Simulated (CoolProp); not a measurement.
Vapour-liquid equilibrium of ethylene (1) + propylene (2) at 622 kPa; x and y are mole fractions of (1).

Values from CoolProp's multi-fluid Helmholtz-energy mixture model, Smukala 2000 and Lemmon 2013; pair parameters Bell 2016.

| x | bubble temperature, mixture model (°C) | bubble temperature, Raoult's law (°C) | y, mixture model | y, Raoult's law |
|---|---|---|---|---|
| 0.05 | -5.6 | -7.0 | 0.224 | 0.280 |
| 0.2 | -24.6 | -26.4 | 0.632 | 0.688 |
| 0.35 | -37.9 | -38.9 | 0.812 | 0.845 |
| 0.5 | -47.1 | -47.7 | 0.898 | 0.919 |
| 0.65 | -54.0 | -54.4 | 0.945 | 0.959 |
| 0.8 | -59.3 | -59.7 | 0.974 | 0.982 |
| 0.95 | -63.8 | -64.0 | 0.994 | 0.996 |

The largest gap from Raoult's law is +1.8 K in bubble temperature, at x = 0.2. No azeotrope shows between x = 0.05 and 0.95.

Pair parameters are fitted to limited data, so mixtures are less certain than the pure fluids.
